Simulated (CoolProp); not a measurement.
The numbers come from the reference Helmholtz-energy equation of state, Tillner-Roth 1997 in CoolProp.

Question: Give the vapour pressure (kPa), enthalpy of vaporisation (kJ/kg), liquid cp (kJ/(kg K)), surface tension (mN/m) of saturated CH2F2 (R32) at 327.1 K.

Answer: 
| T (K) | p (kPa) | enthalpy of vaporisation (kJ/kg) | liquid cp (kJ/(kg K)) | surface tension (mN/m) |
|---|---|---|---|---|
| 327.1 | 3440 | 197 | 2.61 | 2.54 |

Surface tension comes from a separate correlation (Mulero 2012).
